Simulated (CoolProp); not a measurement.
Properties of octamethylcyclotetrasiloxane (D4) along the isobar 3.83 bar.

The numbers come from the reference Helmholtz-energy equation of state, Thol 2015 in CoolProp.

```csv
T (K),phase,Z,cv (kJ/(kg K)),Joule-Thomson coefficient (K/MPa),expansivity (1/kK)
555.8,gas,0.8632,1.906,12.64,3.072
565,gas,0.8728,1.923,11.73,2.908
574.2,gas,0.8815,1.940,10.93,2.766
583.3,gas,0.8894,1.956,10.23,2.642
592.5,gas,0.8967,1.972,9.592,2.530
601.7,gas,0.9033,1.989,9.022,2.430
610.8,gas,0.9094,2.004,8.512,2.340
620,gas,0.9150,2.020,8.044,2.258
```
